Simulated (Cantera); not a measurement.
An isothermal, constant-pressure homogeneous reactor starts with N2O : H2O = 1 : 0.14 (molar parts), at 1475 K and 100000 Pa.

Computed with Cantera and GRI-Mech 3.0 (53 species, 325 reactions). GRI-Mech 3.0 was tuned for natural gas; its chemistry of N2O as a main component is partial and can be far from experiment. The temperature is held fixed by assumption; the heat of reaction is taken as removed at once.

x: mole fraction; the columns are a selection and need not sum to one.

```
t (s)        x N2O   x H2O     x NO2     x H2      x H2O2     x NO    x HO2
--------  --------  ------  --------  -------  ----------  -------  -------
0.000300     0.854   0.122  0.000148  7.33e-6  (withheld)  0.00290  2.59e-5
0.000625     0.829   0.121  0.000350  5.86e-6  (withheld)  0.00587  2.20e-5
0.00130      0.782   0.119  0.000638  4.63e-6  (withheld)   0.0116  1.72e-5
0.00271      0.695   0.115  0.000924  3.85e-6  (withheld)   0.0221  1.19e-5
0.00565      0.554   0.109   0.00110  3.38e-6  (withheld)   0.0387  7.24e-6
0.0118       0.366   0.101   0.00110  3.06e-6  (withheld)   0.0597  3.94e-6
0.0245       0.178  0.0929  0.000966  2.60e-6  (withheld)   0.0779  1.99e-6
0.0510      0.0550  0.0876  0.000817  1.61e-6  (withheld)   0.0862  9.61e-7
0.106      0.00820  0.0857  0.000687  5.55e-7  (withheld)   0.0871  3.98e-7
0.221     0.000263  0.0854  0.000570  2.40e-7     8.43e-9   0.0870  1.87e-7
0.461      2.00e-6  0.0854  0.000559  2.27e-7     7.83e-9   0.0870  1.76e-7
0.960      1.76e-6  0.0854  0.000559  2.27e-7     7.83e-9   0.0869  1.76e-7
2.00       1.76e-6  0.0854  0.000558  2.27e-7     7.83e-9   0.0868  1.76e-7
```

Task: Fill in the missing entries.

Result: 
- 0.000300, x H2O2: 3.71e-7
- 0.000625, x H2O2: 3.24e-7
- 0.00130, x H2O2: 2.72e-7
- 0.00271, x H2O2: 2.21e-7
- 0.00565, x H2O2: 1.77e-7
- 0.0118, x H2O2: 1.39e-7
- 0.0245, x H2O2: 1.00e-7
- 0.0510, x H2O2: 5.84e-8
- 0.106, x H2O2: 2.14e-8
